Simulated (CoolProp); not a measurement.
Isobutane at 437.88 K and 2.38 MPa flows at 0.3 m/s in a round tube of 6 mm bore and 1.5 µm roughness, fully developed (64/Re and Nu = 3.66 if laminar; Colebrook and Gnielinski if turbulent). Each further row changes one setting.

The numbers come from the reference Helmholtz-energy equation of state, Bücker 2006 in CoolProp.

| case | Reynolds number | Darcy friction factor | pressure drop (Pa/m) | heat-transfer coefficient (W/(m² K)) | mass flow (kg/h) |
|---|---|---|---|---|---|
| as stated | 7200 | 0.0341 | 12.1 | 150 | 1.45 |
| velocity 0.6 m/s | 14400 | 0.0285 | 40.7 | 270 | 2.90 |
| diameter 12 mm | 14400 | 0.0283 | 5.05 | 134 | 5.80 |

Viscosity comes from a separate model (Vogel 2000). Thermal conductivity comes from a separate model (Perkins 2002).
